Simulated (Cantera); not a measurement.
An adiabatic, constant-volume homogeneous reactor starts with CH4 : O2 : N2 = 1 : 5.56 : 20.9 (molar parts), at 1498 K and 1050 Torr. Integrator tolerance rtol = 1e-08.

Detailed kinetics in Cantera: GRI-Mech 3.0 (53 species, 325 reactions).

Task: What does this change do: initial temperature 1498 to 1723 K?

Result: 
| quantity | before | after |
|---|---|---|
| time of steepest temperature rise | 0.645 ms | 0.123 ms |
| temperature at 4.00 s | 2380 K | 2525 K |
| equilibrium temperature | 2380 K | 2525 K |
| x(CH4) at 4.00 s | <1e-12 (gas-phase equilibrium <1e-12) | <1e-12 (gas-phase equilibrium <1e-12) |
| x(O2) at 4.00 s | 0.121 (gas-phase equilibrium 0.121) | 0.118 (gas-phase equilibrium 0.118) |
| x(CH2CO) at 4.00 s | <1e-12 (gas-phase equilibrium <1e-12) | <1e-12 (gas-phase equilibrium <1e-12) |
| x(CH3) at 4.00 s | <1e-12 (gas-phase equilibrium <1e-12) | <1e-12 (gas-phase equilibrium <1e-12) |
| x(O) at 4.00 s | 0.00182 (gas-phase equilibrium 0.00182) | 0.00394 (gas-phase equilibrium 0.00394) |
| x(HCN) at 4.00 s | <1e-12 (gas-phase equilibrium <1e-12) | 4.40e-12 (gas-phase equilibrium 4.40e-12) |
| x(H2) at 4.00 s | 0.000432 (gas-phase equilibrium 0.000432) | 0.000911 (gas-phase equilibrium 0.000911) |

Task: What does this change do: pressure from 1050 Torr to 3080 Torr?

Result: 
```json
[
 {"quantity": "time of steepest temperature rise", "before": "0.645 ms", "after": "0.271 ms"},
 {"quantity": "temperature at 4.00 s", "before": "2380 K", "after": "2396 K"},
 {"quantity": "equilibrium temperature", "before": "2380 K", "after": "2396 K"},
 {"quantity": "x(CH4) at 4.00 s", "before": "<1e-12 (gas-phase equilibrium <1e-12)", "after": "<1e-12 (gas-phase equilibrium <1e-12)"},
 {"quantity": "x(O2) at 4.00 s", "before": "0.121 (gas-phase equilibrium 0.121)", "after": "0.121 (gas-phase equilibrium 0.121)"},
 {"quantity": "x(CH2CO) at 4.00 s", "before": "<1e-12 (gas-phase equilibrium <1e-12)", "after": "<1e-12 (gas-phase equilibrium <1e-12)"},
 {"quantity": "x(CH3) at 4.00 s", "before": "<1e-12 (gas-phase equilibrium <1e-12)", "after": "<1e-12 (gas-phase equilibrium <1e-12)"},
 {"quantity": "x(O) at 4.00 s", "before": "0.00182 (gas-phase equilibrium 0.00182)", "after": "0.00116 (gas-phase equilibrium 0.00116)"},
 {"quantity": "x(HCN) at 4.00 s", "before": "<1e-12 (gas-phase equilibrium <1e-12)", "after": "<1e-12 (gas-phase equilibrium <1e-12)"},
 {"quantity": "x(H2) at 4.00 s", "before": "0.000432 (gas-phase equilibrium 0.000432)", "after": "0.000277 (gas-phase equilibrium 0.000277)"}
]
```
